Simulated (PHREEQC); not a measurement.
# Sulfide liquor (model solution)

Make-up at 42 °C: 45.5 mmol/kgw NH4HS and 14.5 mmol/kgw NaCl. Closed to the air; pH follows from the charge balance.

Computed with PHREEQC (ion-association model, phreeqc.dat).

Precipitation was switched off in this run.

Problem. Predict the pH, ionic strength, specific conductance.

Solution. pH 7.76; ionic strength 0.0567 mol/kgw; specific conductance 9390 µS/cm.

Problem. In which forms is N present?

Solution. NH4+ 93 %, NH3 7.3 % of the N.

Constants without temperature data keep their 25 °C values here.
